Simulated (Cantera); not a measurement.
Charge: 1 mol CH3F, 0.079 mol F2, held at 1.33 mbar.

Equilibrium computed with Cantera from the NASA thermochemical tables; the gas is ideal and each condensed phase is pure. Candidate condensed phases: C, C6H6, C7H8, C8H18; 95 gas species. Equilibrium is a limit: real reactors are often held back by kinetics, nucleation or transport. All values below are at 2977 °C.

Base state: H 0.583, F 0.149, HF 0.119, C 0.0819, C3 0.0376, C2 0.0167, CF 0.00666, H2 0.00440 (mole fractions); condensed: gas only.

Problem. What changes in the equilibrium state with this change: F2 from 0.079 to 0.48 mol?

Solution. 
| species | before | after |
|---|---|---|
| H | 0.583 | 0.465 |
| F | 0.149 | 0.244 |
| HF | 0.119 | 0.156 |
| CF | 0.00666 | 0.0102 |
| C3 | 0.0376 | 0.0305 |
| C2 | 0.0167 | 0.0145 |
| C | 0.0819 | 0.0764 |
| CF2 | 1.37e-5 | 3.43e-5 |
| C2H2 (acetylene) | 3.08e-5 | 1.70e-5 |
| H2 | 0.00440 | 0.00280 |
